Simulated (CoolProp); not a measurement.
A simple Rankine cycle with R124: condensing at 299.15 K, boiler at 3.1 MPa, turbine inlet 402.1 K, turbine efficiency 0.8, pump efficiency 0.8, no recuperator. Each further row changes one setting.

Computed with CoolProp (reference Helmholtz-energy equation of state, de Vries 1995).

| case | thermal efficiency (%) | net work (kJ/kg) | heat in (kJ/kg) | turbine exit temperature (K) | volume ratio over the turbine |
|---|---|---|---|---|---|
| as stated | 13.3 | 26.4 | 198 | 331.1 | 9.53 |
| turbine inlet 422.1 K | 13.5 | 30.1 | 223 | 356.6 | 8.72 |
| condensing temperature 291.15 K | [?] | 30.0 | 207 | 325.1 | 12.2 |
| boiler pressure 2.17 MPa | 11.8 | [?] | 213 | 350.7 | 5.86 |
| turbine efficiency 0.7 | 11.5 | 22.7 | 198 | 335.5 | [?] |

Problem. Fill in the missing entries.

Solution. 
- condensing temperature 291.15 K, thermal efficiency (%): 14.4
- boiler pressure 2.17 MPa, net work (kJ/kg): 25.1
- turbine efficiency 0.7, volume ratio over the turbine: 9.69
